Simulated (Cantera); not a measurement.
Source: NASA polynomial tables (part measured, part estimated), evaluated in Cantera. Values are per mole of reaction as written; species without (g) are pure solids or liquids, kept so even where they would boil at 1 bar. VN: taken at fixed stoichiometry.

V2O3 + 3 H2O(g) + N2(g) ⇌ 3 H2O2(g) + 2 VN

| T (K) | ΔH° (kJ) | ΔS° (J/K) | ΔG° (kJ) | log10 K |
|---|---|---|---|---|
| 300 | 1101.0 | -78.3 | 1124.5 | -195.78 |
| 775 | 1093.9 | -94.7 | 1167.3 | -78.68 |
| 825 | 1093.8 | -94.9 | 1172.1 | -74.21 |
| 875 | [?] | [?] | [?] | [?] |
| 925 | 1093.7 | -95.0 | 1181.6 | -66.72 |
| 975 | [?] | [?] | [?] | [?] |
| 1025 | 1093.7 | -95.0 | 1191.1 | -60.70 |
| 1075 | 1093.7 | -95.0 | 1195.8 | -58.10 |
| 1125 | 1093.7 | -95.0 | 1200.6 | -55.74 |

Q: Fill in the missing entries.

A: 
- 875, ΔH° (kJ): 1093.7
- 875, ΔS° (J/K): -95.0
- 875, ΔG° (kJ): 1176.8
- 875, log10 K: -70.25
- 975, ΔH° (kJ): 1093.6
- 975, ΔS° (J/K): -95.0
- 975, ΔG° (kJ): 1186.3
- 975, log10 K: -63.55
